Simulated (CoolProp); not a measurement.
Computed with CoolProp (reference Helmholtz-energy equation of state, Lemmon 2006). It is a short technical equation, of lower accuracy than the large ones.

Q: Give the vapour pressure (kPa), vapour density (kg/m³), liquid cp (kJ/(kg K)) of saturated CH3F (R41) at 213.1, 255.3, 308 K.

A: 
```csv
T (K),p (kPa),vapour density (kg/m³),liquid cp (kJ/(kg K))
213.1,252,5.24,2.11
255.3,1220,24.4,2.37
308,4800,137,5.74
```
